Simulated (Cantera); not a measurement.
A closed system holds: 1 mol Fe3O4, 19 mol CO, 0.25 mol H2, equilibrated at 3.60 mbar.

These are equilibrium values from Cantera (NASA tables, ideal gas, pure condensed phases), not measurements of a reactor. Candidate condensed phases: C, C6H6, C7H8, C8H18, Fe, Fe(CO)5, FeO, Fe(OH)2, Fe(OH)3, Fe2O3, Fe3O4, H2O; 114 gas species. Mutual solubility and eutectic melting of coexisting phases are not modelled. The tables' stoichiometric FeO is somewhat more stable than real wüstite, so its field is too wide. FeO: taken at fixed stoichiometry. Rates play no part.

Q: At 1350 K, list the 4 most abundant gas species with their mole fractions, and the condensed phases.

A: CO 0.837, CO2 0.150, H2 0.00961, H2O 0.00338. Condensed: Fe(γ) + FeO(s).
